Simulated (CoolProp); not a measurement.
A Linde-Hampson liquefier for carbon monoxide: isothermal reversible compression at 200 K from 1 atm to 15 MPa, throttling to 1 atm, return gas leaving the recuperator 2 K below the feed. Each further row changes one setting.

The numbers come from the reference Helmholtz-energy equation of state, Lemmon 2006 in CoolProp. It is a short technical equation, of lower accuracy than the large ones.

| case | liquid yield per pass | compression work (kJ/kg of gas) |
|---|---|---|
| as stated | 0.221 | 278 |
| high pressure 30 MPa | 0.276 | 316 |
| warm-end temperature 230 K | 0.147 | 330 |
| warm-end gap 7 K | 0.209 | 278 |
